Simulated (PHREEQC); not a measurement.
Make-up at 20 °C: 0.13 mol/kgw NaHS and 0.00054 mol/kgw KCl. Closed to the air; pH follows from the charge balance.

The numbers come from PHREEQC with the ion-association model, wateq4f.dat.

The pH is 9.73, the ionic strength is 0.131 mol/kgw and the total alkalinity is 130 meq/kg.

```tsv
species	molality	activity	log γ
Na+	0.130	0.0999	-0.114
HS-	0.130	0.0963	-0.129
Cl-	0.000540	0.000403	-0.127
K+	0.000540	0.000403	-0.127
H2S	0.000177	0.000182	0.013
S-2	0.000128	4.44e-5	-0.459
OH-	4.92e-5	3.65e-5	-0.129
```

This is a speciation only: nothing precipitates in the calculation. Species that the database lacks are ignored. The polysulfide entries of wateq4f.dat were taken out for this run.
